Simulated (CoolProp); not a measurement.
A simple Rankine cycle with p-xylene: condensing at 316.15 K, boiler at 0.11 MPa, turbine inlet 454.7 K, turbine efficiency 0.8, pump efficiency 0.7, no recuperator. Each further row changes one setting.

Computed with CoolProp (reference Helmholtz-energy equation of state, Zhou 2012).

```
case                             thermal efficiency (%)  net work (kJ/kg)  heat in (kJ/kg)  turbine exit temperature (K)  volume ratio over the turbine
-------------------------------  ----------------------  ----------------  ---------------  ----------------------------  -----------------------------
as stated                                    (withheld)              92.2              596                         396.6                           32.1
turbine inlet 474.7 K                              15.3              96.8              632                         416.6                           32.1
condensing temperature 308.15 K                    16.7               102       (withheld)                         390.3                     (withheld)
boiler pressure 0.077 MPa                          14.1              84.1              597                    (withheld)                           22.6
turbine efficiency 0.7                             13.5              80.7              596                         403.9                           32.7
```

Task: Fill in the missing entries.

Result: 
- as stated, thermal efficiency (%): 15.5
- condensing temperature 308.15 K, heat in (kJ/kg): 610
- condensing temperature 308.15 K, volume ratio over the turbine: 47.7
- boiler pressure 0.077 MPa, turbine exit temperature (K): 402.7
